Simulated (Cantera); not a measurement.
A freely propagating, adiabatic, planar premixed flame of 35.3 % H₂, 13.6 % O₂, 51.1 % N₂, equivalence ratio 1.3, unburnt at 425 K and 330 Torr; mixture-averaged transport, grid criteria slope 0.08 and curve 0.16, no radiation.

Computed with Cantera and the H2/O2 subset of GRI-Mech 3.0, which has no nitrogen chemistry. Burning velocities carry a grid error of a few per cent, more on coarse grids.

Question: Predict: laminar burning velocity; thermal thickness; peak x(H); peak x(O); peak x(HO₂).

Answer: 
| Item | Result |
|---|---|
| laminar burning velocity | 453 cm/s |
| thermal thickness | 1.19 mm |
| peak x(H) | 0.0858 |
| peak x(O) | 0.00912 |
| peak x(HO₂) | 0.000242 |
